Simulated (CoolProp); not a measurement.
Aqueous ammonia as a coolant, at 22 °C, 1 atm.

Values from CoolProp's Melinder's fits for secondary coolants.

```json
[
 {"mass %": "3", "freezing point (°C)": "___", "Prandtl number": "7.44", "viscosity (mPa s)": "1.03", "conductivity (W/(m K))": "0.578", "cp (kJ/(kg K))": "4.183"},
 {"mass %": "6.2", "freezing point (°C)": "-7.7", "Prandtl number": "7.94", "viscosity (mPa s)": "1.05", "conductivity (W/(m K))": "0.557", "cp (kJ/(kg K))": "4.188"},
 {"mass %": "9.4", "freezing point (°C)": "-12.6", "Prandtl number": "8.40", "viscosity (mPa s)": "1.08", "conductivity (W/(m K))": "0.537", "cp (kJ/(kg K))": "4.192"},
 {"mass %": "12.6", "freezing point (°C)": "-18.3", "Prandtl number": "9.00", "viscosity (mPa s)": "1.11", "conductivity (W/(m K))": "0.519", "cp (kJ/(kg K))": "___"},
 {"mass %": "15.8", "freezing point (°C)": "-25.1", "Prandtl number": "9.71", "viscosity (mPa s)": "___", "conductivity (W/(m K))": "0.502", "cp (kJ/(kg K))": "4.201"},
 {"mass %": "19", "freezing point (°C)": "-33.5", "Prandtl number": "10.4", "viscosity (mPa s)": "1.20", "conductivity (W/(m K))": "0.487", "cp (kJ/(kg K))": "4.207"},
 {"mass %": "22.1", "freezing point (°C)": "-43.6", "Prandtl number": "10.8", "viscosity (mPa s)": "1.21", "conductivity (W/(m K))": "0.474", "cp (kJ/(kg K))": "4.214"},
 {"mass %": "25.3", "freezing point (°C)": "-56.9", "Prandtl number": "11.0", "viscosity (mPa s)": "1.20", "conductivity (W/(m K))": "___", "cp (kJ/(kg K))": "4.223"},
 {"mass %": "28.5", "freezing point (°C)": "-74.2", "Prandtl number": "11.2", "viscosity (mPa s)": "1.21", "conductivity (W/(m K))": "0.455", "cp (kJ/(kg K))": "4.233"}
]
```

### Question
Complete the blanks.

### Answer

- 3, freezing point (°C): -3.5
- 12.6, cp (kJ/(kg K)): 4.197
- 15.8, viscosity (mPa s): 1.16
- 25.3, conductivity (W/(m K)): 0.464
